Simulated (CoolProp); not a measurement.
Vapour-liquid equilibrium of methane (1) + ethane (2) at 2.23 bar; x and y are mole fractions of (1).

Computed with CoolProp (multi-fluid Helmholtz-energy mixture model, Setzmann 1991 and Bücker 2006; pair parameters Kunz 2012).

| x | bubble temperature, mixture model (K) | bubble temperature, Raoult's law (K) | y, mixture model | y, Raoult's law |
|---|---|---|---|---|
| 0.05 | [?] | 178.3 | 0.690 | 0.696 |
| 0.2 | 147.3 | 150.7 | 0.969 | 0.963 |
| 0.35 | [?] | 139.7 | [?] | 0.989 |
| 0.5 | [?] | 133.2 | 0.996 | 0.996 |
| 0.65 | [?] | 128.8 | 0.998 | 0.998 |
| 0.8 | [?] | 125.6 | 0.999 | 0.999 |
| 0.95 | 123.0 | 123.0 | 1.000 | 1.000 |

Q: Some entries are withheld; supply them.

A: 
- 0.05, bubble temperature, mixture model (K): 177.7
- 0.35, bubble temperature, mixture model (K): 136.9
- 0.35, y, mixture model: 0.990
- 0.5, bubble temperature, mixture model (K): 131.5
- 0.65, bubble temperature, mixture model (K): 128.0
- 0.8, bubble temperature, mixture model (K): 125.3

The largest gap from Raoult's law is -3.4 K in bubble temperature, at x = 0.2. No azeotrope shows between x = 0.05 and 0.95.

Pair parameters are fitted to limited data, so mixtures are less certain than the pure fluids.
